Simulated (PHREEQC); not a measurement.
A solution holds 0.046 mol Ni(NO3)2 and 0.0081 mol Na2SO4 per kg of water, at 20 °C. Closed to the air; pH follows from the charge balance.

All values are PHREEQC results (ion-association model, wateq4f.dat), not measurements.

Problem. The ionic strength comes out as 0.147 mol/kgw. What activity coefficients do H+, NO3-, Ni+2, SO4-2, Na+ get?

Solution. H+ 0.81, NO3- 0.72, Ni+2 0.34, SO4-2 0.33, Na+ 0.76.

No solid was allowed to form.
